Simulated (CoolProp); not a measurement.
A Linde-Hampson liquefier for normal hydrogen: isothermal reversible compression at 200 K from 1 atm to 10 MPa, throttling to 1 atm, return gas leaving the recuperator 5 K below the feed. Each further row changes one setting.

The numbers come from the reference Helmholtz-energy equation of state, Leachman 2009 in CoolProp.

```json
[
 {"case": "as stated", "compression work (kJ/kg of gas)": "3850"},
 {"case": "high pressure 20 MPa", "compression work (kJ/kg of gas)": "4480"},
 {"case": "warm-end temperature 230 K", "compression work (kJ/kg of gas)": "4420"},
 {"case": "warm-end gap 10 K", "compression work (kJ/kg of gas)": "3850"}
]
```
